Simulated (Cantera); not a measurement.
Mixture: 13.0 % CH4, 1.30 % C2H6, 18.0 % O2, 67.7 % N2, at 1.00 atm, adiabatic and at constant pressure. Ignition delay is the time to a rise of 400 K.

Computed with Cantera and GRI-Mech 3.0 (53 species, 325 reactions).

Question: Predict: delay at 1025 K; delay at 1225 K; delay at 1425 K; delay at 1625 K; delay at 1825 K; apparent activation energy between 1725 and 1925 K.

Answer: 
- delay at 1025 K = 71.5 ms
- delay at 1225 K = 5.33 ms
- delay at 1425 K = 0.677 ms
- delay at 1625 K = 0.117 ms
- delay at 1825 K = 34.3 µs
- apparent activation energy between 1725 and 1925 K = 140 kJ/mol
